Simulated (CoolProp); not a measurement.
Ammonia at 298.15 K and 0.727 MPa flows at 2.2 m/s in a round tube of 50 mm bore and 0.25 µm roughness, fully developed (64/Re and Nu = 3.66 if laminar; Colebrook and Gnielinski if turbulent). Each further row changes one setting.

Model: reference Helmholtz-energy equation of state, Gao 2020, in CoolProp.

```tsv
case	Reynolds number	Darcy friction factor	pressure drop (Pa/m)	heat-transfer coefficient (W/(m² K))	mass flow (kg/h)
as stated	___	___	___	___	___
velocity 4.4 m/s	121000	0.0173	18.2	___	___
diameter 100 mm	121000	0.0173	2.28	69.3	___
```

Task: Fill in the missing entries.

Result: 
- as stated, Reynolds number: 60300
- as stated, Darcy friction factor: 0.0201
- as stated, pressure drop (Pa/m): 5.28
- as stated, heat-transfer coefficient (W/(m² K)): 79.5
- as stated, mass flow (kg/h): 84.6
- velocity 4.4 m/s, heat-transfer coefficient (W/(m² K)): 139
- velocity 4.4 m/s, mass flow (kg/h): 169
- diameter 100 mm, mass flow (kg/h): 338

Viscosity comes from a separate model (Fenghour 1995). Thermal conductivity comes from a separate model (Tufeu 1984).
